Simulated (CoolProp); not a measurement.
Properties of CH3F (R41) at several states (Tc = 317.3 K, pc = 59.06 bar, ω = 0.200).

Values from CoolProp's reference Helmholtz-energy equation of state, Lemmon 2006. It is a short technical equation, of lower accuracy than the large ones.

```tsv
T (K)	p (bar)	phase	density (kg/m³)	cp (kJ/(kg K))	speed of sound (m/s)	expansivity (1/kK)	fugacity coefficient
147.6	141	liquid	984.4	2.061	1401	1.784	0.0003024
347.6	1.92	gas	2.283	1.207	325.1	2.969	0.9905
397	58.1	gas	73.55	1.747	312.1	4.817	0.8311
```
